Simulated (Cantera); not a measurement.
A closed system holds: 1 mol Al, 15 mol CO, 230 mol N2, 0.12 mol H2O, at 923.15 K and 310 Pa.

These are equilibrium values from Cantera (NASA tables, ideal gas, pure condensed phases), not measurements of a reactor. Candidate condensed phases: Al, AlN, Al2O3, C, C6H6, C7H8, C8H18, H2O; 148 gas species. Kinetics and transport are ignored.

**Question.** What is the equilibrium state?

**Answer.** 
| Property | Result |
|---|---|
| x(N2) | 0.944 |
| x(CO) | 0.0558 |
| x(H2) | 0.000492 |
| x(CO2) | 3.04e-5 |
| n(Al2O3(s)) | 0.500 mol |
| n(C(graphite)) | 1.39 mol |
| gas amount | 243.7 mol |
| log10 activity of Al(s) (absent) | -17.16 |
